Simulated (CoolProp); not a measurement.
The fluoroketone C6F12O (FK-5-1-12) along the isotherm 128.45 °C: Z from the reference equation and from simpler models built on Tc = 168.7 °C, pc = 1.869 MPa, ω = 0.471; each cubic takes its own stable root.

Computed with CoolProp (reference Helmholtz-energy equation of state, McLinden 2015).

```tsv
p (MPa)	phase	reference
0.00887	gas	0.9976
0.013	gas	0.9965
0.0191	gas	0.9949
0.028	gas	0.9925
0.0412	gas	0.9890
0.0604	gas	0.9838
0.0887	gas	0.9761
0.13	gas	0.9647
0.191	gas	0.9474
0.28	gas	0.9212
0.412	gas	0.8800
0.604	gas	0.8128
0.887	liquid	0.06989
1.3	liquid	0.1013
1.91	liquid	0.1467
2.8	liquid	0.2113
```

Q: How far does each simpler model (van der Waals, Redlich-Kwong, Soave-Redlich-Kwong, Peng-Robinson) lie from the reference over these 16 states: mean and median of the absolute difference, and the worst?

A: 
- van der Waals: mean 76.7 %, median 1.1 %, worst +1017.3 % at 128.45 °C and 0.887 MPa
- Redlich-Kwong: mean 64.3 %, median 0.5 %, worst +952.8 % at 128.45 °C and 0.887 MPa
- Soave-Redlich-Kwong: mean 3.9 %, median 0.1 %, worst +17.3 % at 128.45 °C and 0.887 MPa
- Peng-Robinson: mean 0.6 %, median 0.2 %, worst +3.5 % at 128.45 °C and 0.887 MPa

At some of these states van der Waals, Redlich-Kwong gives the other phase, because its saturation line lies elsewhere.
